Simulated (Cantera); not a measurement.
Charge: 1 mol Si3N4, 3.5 mol H2, at 2100 K and 0.00133 bar.

Method: chemical equilibrium by Gibbs-energy minimisation in Cantera with the NASA 1993 tables (ideal gas, pure condensed phases). Candidate condensed phases: Si, Si3N4; 18 gas species. The tables' values for SiN are old estimates; treat these amounts as uncertain. Gases not in the tables: Si2H6 and higher silanes. Rates play no part.

Base state: H2 0.520, N2 0.315, Si 0.100, H 0.0615, SiH 0.00143, Si2 0.00130, Si2N 0.000510, SiN 0.000425 (mole fractions); condensed: Si(l).

**Question.** What changes in the equilibrium state with this change: H2 from 3.5 to 160 mol?

**Answer.** 
```json
[
 {"species": "H2", "before": "0.520", "after": "0.890"},
 {"species": "H", "before": "0.0615", "after": "0.0805"},
 {"species": "Si", "before": "0.100", "after": "0.0170"},
 {"species": "N2", "before": "0.315", "after": "0.0116"},
 {"species": "Si3", "before": "0.000266", "after": "1.31e-6"},
 {"species": "Si2N", "before": "0.000510", "after": "2.84e-6"},
 {"species": "Si2", "before": "0.00130", "after": "3.77e-5"},
 {"species": "Si(l), mol", "before": "2.32", "after": "0"}
]
```
